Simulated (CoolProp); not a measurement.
A single-stage vapour-compression cycle with ethanol: evaporating at 309.15 K (dew point), condensing at 342.15 K (bubble point), superheat 10 K, subcooling 5 K, compressor efficiency 0.8, no pressure losses. Each further row changes one setting.

Computed with CoolProp (reference Helmholtz-energy equation of state, Schroeder 2014).

| case | cooling COP | pressure ratio | discharge temperature (K) | refrigerating effect (kJ/kg) | volumetric capacity (kJ/m³) |
|---|---|---|---|---|---|
| as stated | 6.96 | 4.76 | 395.9 | 849 | 215 |
| evaporating temperature 314.15 K | 8.44 | 3.67 | 388.3 | 856 | 278 |
| condensing temperature 337.15 K | 8.29 | 3.84 | 385.3 | 863 | 219 |
| subcooling 10 K | 7.07 | 4.76 | 395.9 | 863 | 219 |
| superheat 20 K | 6.87 | 4.76 | 406.4 | 864 | 212 |
| compressor efficiency 0.7 | 6.09 | 4.76 | 405.6 | 849 | 215 |
